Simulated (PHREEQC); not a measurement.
Make-up at 25 °C: 1.5 mol/kgw KOH, 0.12 mol/kgw NaHCO3 and 0.32 mol/kgw KBr. Closed to the air; pH follows from the charge balance.

The numbers come from PHREEQC with the Pitzer model, pitzer.dat.

Precipitation was switched off in this run.

Task: Predict the pH, ionic strength, activity of water.

Result: pH 14.15; ionic strength 2.06 mol/kgw; activity of water 0.933.

Species that the database lacks are ignored. In brines, pH and single-ion activities rest on the MacInnes convention.
